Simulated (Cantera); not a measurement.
# Thermodynamics of oxide etching and cleaning by halides, feed CaO + HCl

Charge: 1 mol CaO, 46 mol HCl, equilibrated at 10.0 Torr.

Equilibrium computed with Cantera from the NASA thermochemical tables; the gas is ideal and each condensed phase is pure. Candidate condensed phases: Ca, CaCl2, CaO, Ca(OH)2, H2O; 21 gas species. Condensed phases not in the tables: oxide chlorides. Equilibrium is a limit: real reactors are often held back by kinetics, nucleation or transport.

```
T (°C)  log p HCl  log p Cl  log p H2O  log p CaCl2  log p H2  n CaCl2(s)  n CaCl2(l)
------  ---------  --------  ---------  -----------  --------  ----------  ----------
452         -1.88    -10.37      -3.53         <-13     -9.01        1.00           0
552         -1.88     -8.89      -3.53       -11.14     -8.17        1.00           0
652         -1.88     -7.75      -3.53        -8.98     -7.48       1.000           0
752         -1.88     -6.85      -3.53        -7.26     -6.87       1.000           0
852         -1.88     -6.14      -3.53        -5.96     -6.31           0       0.996
952         -1.89     -5.56      -3.53        -4.91     -5.80           0       0.959
1052        -1.89     -5.08      -3.53        -4.03     -5.35           0       0.685
1152        -1.90     -4.67      -3.54        -3.54     -4.96           0           0
1252        -1.90     -4.31      -3.54        -3.54     -4.61           0           0
1352        -1.90     -4.00      -3.54        -3.54     -4.30           0           0
1452        -1.90     -3.73      -3.54        -3.54     -4.03           0           0
1552        -1.91     -3.49      -3.54        -3.54     -3.79           0           0
```
log p: log10 of the partial pressure in bar; n: condensed amount in mol.

From 452 °C to 752 °C the condensed part is CaCl2(s). From 852 °C to 1052 °C the condensed part is CaCl2(l). From 1152 °C to 1552 °C nothing is condensed.
